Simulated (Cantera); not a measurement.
**Ignition delay**

Mixture: 4.23 % CH4, 20.1 % O2, 75.7 % N2, at 11.0 bar, adiabatic and at constant volume. Ignition delay is the time to a rise of 400 K.

Model: GRI-Mech 3.0 (53 species, 325 reactions), integrated in Cantera.

```
T0 (K)  delay (ms)
------  ----------
1225          2.15
1275          1.19
1325         0.682
1375         0.403
1425         0.245
1475         0.153
1525        0.0983
1575        0.0646
1625        0.0435
1675        0.0300
```

```yaml
apparent activation energy between 1575 and 1675 K: 170 kJ/mol
```
